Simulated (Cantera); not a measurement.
Feed: 1 mol SiH₄, 7.1 mol O₃, 2.6 mol H₂, held at 11.0 mbar.

Cantera equilibrium calculation (NASA polynomials, part measured and part estimated; ideal gas, pure solids and liquids). Candidate condensed phases: H₂O, Si, SiO₂; 18 gas species. The tables hold silica as quartz up to 1696 K and as liquid above; real silica turns to tridymite and cristobalite and melts near 1996 K. Rates play no part.

x: gas mole fraction; n: condensed amount in mol.

| T (K) | x O₂ | x H₂O | x OH | x O | x H₂ | n SiO₂(β-quartz) | n SiO₂(condensed) |
|---|---|---|---|---|---|---|---|
| 1148 | 0.615 | 0.385 | 1.13e-5 | 5.93e-8 | 1.92e-8 | 1.00 | 0 |
| 1248 | 0.615 | 0.385 | 4.44e-5 | 4.98e-7 | 1.55e-7 | 1.00 | 0 |
| 1348 | 0.615 | 0.385 | … | … | … | 1.00 | 0 |
| 1448 | 0.615 | 0.385 | 0.000388 | 1.46e-5 | 4.31e-6 | 1.00 | 0 |
| 1548 | 0.615 | 0.384 | 0.000929 | 5.70e-5 | 1.65e-5 | 1.00 | 0 |
| 1648 | 0.614 | 0.384 | … | … | … | 1.00 | 0 |
| 1748 | 0.613 | 0.382 | 0.00394 | 0.000547 | 0.000152 | 0 | 1.000 |
| 1848 | 0.611 | 0.380 | 0.00719 | 0.00141 | 0.000386 | 0 | 1.000 |

Task: Complete the blanks.

Result: 
- 1348, x OH: 0.000142
- 1348, x O: 3.05e-6
- 1348, x H₂: 9.24e-7
- 1648, x OH: 0.00200
- 1648, x O: 0.000189
- 1648, x H₂: 5.36e-5
